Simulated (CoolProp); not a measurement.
Saturation properties of R236FA.

Values from CoolProp's reference Helmholtz-energy equation of state, Pan 2012.

| T (K) | p (MPa) | vapour density (kg/m³) | enthalpy of vaporisation (kJ/kg) | vapour viscosity (µPa s) | liquid conductivity (mW/(m K)) |
|---|---|---|---|---|---|
| 226.8 | 0.009831 | 0.7994 | 181.0 | 8.31 | 95.6 |
| 240.3 | 0.02223 | 1.718 | 174.6 | 8.80 | 91.0 |
| 253.8 | 0.04518 | 3.343 | 168.1 | 9.29 | 86.6 |
| 267.3 | 0.08420 | 6.005 | 161.6 | 9.77 | 82.3 |
| 280.8 | 0.1460 | 10.12 | 154.7 | 10.3 | 78.2 |
| 294.3 | 0.2387 | 16.20 | 147.5 | 10.7 | 74.2 |
| 307.8 | 0.3711 | 24.92 | 139.7 | 11.2 | 70.3 |
| 321.4 | 0.5548 | 37.26 | 131.0 | 11.7 | 66.5 |
| 334.9 | 0.7985 | 54.31 | 121.4 | 12.3 | 62.7 |
| 348.4 | 1.115 | 78.14 | 110.3 | 13.0 | 58.9 |
| 361.9 | 1.520 | 112.2 | 97.15 | 14.0 | 55.1 |

It boils at 271.7 K under 1 atm.

Viscosity comes from a separate model (Huber 2003), an estimate that may be off by 10 % or more. Thermal conductivity comes from a separate model (Huber 2003), an estimate that may be off by 10 % or more.
